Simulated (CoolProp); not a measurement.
Propylene at several states: fugacity coefficient from the reference equation and from simpler models built on Tc = 91.1 °C, pc = 4.555 MPa, ω = 0.146; each cubic takes its own stable root.

Computed with CoolProp (reference Helmholtz-energy equation of state, Lemmon 2013).

```csv
T (°C),p (MPa),phase,reference
-77.65,3.02,liquid,0.007493
226.25,0.714,gas,0.9811
-22.05,0.389,liquid,0.6828
```

Problem. How far does each simpler model (van der Waals, Peng-Robinson) lie from the reference over these 3 states: mean and median of the absolute difference, and the worst?

Solution. 
- van der Waals: mean 315.0 %, median 37.6 %, worst +907.2 % at -77.65 °C and 3.02 MPa
- Peng-Robinson: mean 1.1 %, median 0.3 %, worst +2.7 % at -77.65 °C and 3.02 MPa

At some of these states van der Waals gives the other phase, because its saturation line lies elsewhere.
